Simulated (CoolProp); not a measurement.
Properties of 1-butene along the isobar 0.758 MPa (Tc = 146.1 °C, pc = 4.006 MPa, ω = 0.192).

Values from CoolProp's reference Helmholtz-energy equation of state, Lemmon 2005. It is a short technical equation, of lower accuracy than the large ones.

```
T (°C)   phase  density (kg/m³)  cp (kJ/(kg K))  speed of sound (m/s)  fugacity coefficient
------  ------  ---------------  --------------  --------------------  --------------------
-97.15  liquid            723.8             [?]                  1585             0.0004321
-89.55  liquid            715.9           1.932                  1538             0.0009064
-81.85  liquid            707.8           1.946                   [?]              0.001791
-74.15  liquid            699.8           1.961                  1444              0.003328
-66.55  liquid            691.9           1.978                  1399              0.005818
-58.85  liquid              [?]           1.996                  1353              0.009769
-51.15  liquid            675.6           2.016                  1308                   [?]
-43.55  liquid            667.5           2.037                  1265               0.02422
-35.85  liquid            659.2           2.060                   [?]               0.03627
-28.25  liquid            651.0           2.084                  1178               0.05243
-20.55  liquid            642.5           2.111                  1135               0.07410
-12.85  liquid            633.9             [?]                  1092                0.1021
-5.25   liquid            625.3           2.168                  1050                   [?]
```

Task: Fill in the missing entries.

Result: 
- -97.15, cp (kJ/(kg K)): 1.920
- -81.85, speed of sound (m/s): 1491
- -58.85, density (kg/m³): 683.8
- -51.15, fugacity coefficient: 0.01572
- -35.85, speed of sound (m/s): 1221
- -12.85, cp (kJ/(kg K)): 2.138
- -5.25, fugacity coefficient: 0.1370
